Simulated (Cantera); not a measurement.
A closed system holds: 1 mol Pb, 0.021 mol O₂, 1.4 mol CO, equilibrated at 625 °C and 10.0 mbar.

These are equilibrium values from Cantera (NASA tables, ideal gas, pure condensed phases), not measurements of a reactor. Candidate condensed phases: C, Pb, PbO, PbO₂, Pb₃O₄; 15 gas species. The numbers say what is thermodynamically allowed, not how fast it happens.

Base state: CO 0.947, CO₂ 0.0527, Pb 0.000130 (mole fractions); condensed: C(graphite) + Pb(l).

Task: What changes in the equilibrium state with this change: pressure from 10.0 mbar to 18.0 Pa?

Result: 
| species | before | after |
|---|---|---|
| CO | 0.947 | 0.963 |
| CO₂ | 0.0527 | 0.0298 |
| Pb | 0.000130 | 0.00720 |
| C(graphite), mol | 0.0302 | 0 |
| Pb(l), mol | 1.000 | 0.990 |

Task: What changes in the equilibrium state with this change: temperature from 625 °C to 1150 °C?

Result: 
```json
[
 {"species": "CO", "before": "0.947", "after": "0.566"},
 {"species": "Pb", "before": "0.000130", "after": "0.417"},
 {"species": "CO₂", "before": "0.0527", "after": "0.0175"},
 {"species": "Pb₂", "before": "<1e-9", "after": "3.86e-5"},
 {"species": "C(graphite), mol", "before": "0.0302", "after": "0"},
 {"species": "Pb(l), mol", "before": "1.000", "after": "0"}
]
```
